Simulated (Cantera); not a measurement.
An adiabatic, constant-pressure homogeneous reactor starts with C3H8 : O2 : N2 : CO2 = 1 : 11.4 : 42.7 : 4 (molar parts), at 1750 K and 7500 Torr. Integrator tolerance rtol = 1e-08.

Cantera simulation using GRI-Mech 3.0 (53 species, 325 reactions); the numbers are that mechanism's predictions, not measurements. GRI-Mech 3.0 was tuned for natural gas; its chemistry of propane as a main component is partial and can be far from experiment.

### Question
What does this change do: constant volume in place of constant pressure?

### Answer
```
quantity                                                            before                                    after
---------------------------------  ---------------------------------------  ---------------------------------------
time of steepest temperature rise                                  3.04 µs                                  2.80 µs
temperature at 0.300 s                                              2503 K                                   2652 K
equilibrium temperature                                             2503 K                                   2652 K
x(C3H8) at 0.300 s                   <1e-12 (gas-phase equilibrium <1e-12)    <1e-12 (gas-phase equilibrium <1e-12)
x(O2) at 0.300 s                     0.0987 (gas-phase equilibrium 0.0987)    0.0971 (gas-phase equilibrium 0.0971)
x(CO2) at 0.300 s                      0.112 (gas-phase equilibrium 0.112)      0.109 (gas-phase equilibrium 0.109)
x(C2H4) at 0.300 s                   <1e-12 (gas-phase equilibrium <1e-12)    <1e-12 (gas-phase equilibrium <1e-12)
x(HO2) at 0.300 s                  1.16e-5 (gas-phase equilibrium 1.16e-5)  1.81e-5 (gas-phase equilibrium 1.81e-5)
```

### Question
What does this change do: 2.2 parts H2 added?

### Answer
```json
[
 {"quantity": "time of steepest temperature rise", "before": "3.04 µs", "after": "2.17 µs"},
 {"quantity": "temperature at 0.300 s", "before": "2503 K", "after": "2635 K"},
 {"quantity": "equilibrium temperature", "before": "2503 K", "after": "2635 K"},
 {"quantity": "x(C3H8) at 0.300 s", "before": "<1e-12 (gas-phase equilibrium <1e-12)", "after": "<1e-12 (gas-phase equilibrium <1e-12)"},
 {"quantity": "x(O2) at 0.300 s", "before": "0.0987 (gas-phase equilibrium 0.0987)", "after": "0.0790 (gas-phase equilibrium 0.0790)"},
 {"quantity": "x(CO2) at 0.300 s", "before": "0.112 (gas-phase equilibrium 0.112)", "after": "0.105 (gas-phase equilibrium 0.105)"},
 {"quantity": "x(C2H4) at 0.300 s", "before": "<1e-12 (gas-phase equilibrium <1e-12)", "after": "<1e-12 (gas-phase equilibrium <1e-12)"},
 {"quantity": "x(HO2) at 0.300 s", "before": "1.16e-5 (gas-phase equilibrium 1.16e-5)", "after": "1.65e-5 (gas-phase equilibrium 1.65e-5)"}
]
```
